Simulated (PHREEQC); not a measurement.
Solution (20 °C): 0.29 mol/kgw ZnSO4. Closed to the air; pH follows from the charge balance.

Model: ion-association model, wateq4f.dat, run in PHREEQC.

Precipitation was switched off in this run.

Q: Predict the pH, activity of water.

A: pH 5.50; activity of water 0.994.

Q: In which forms is S present?

A: Zn(SO4)2-2 37 %, ZnSO4 36 %, SO4-2 27 % of the S.

Complexes and solids missing from the database can't appear.
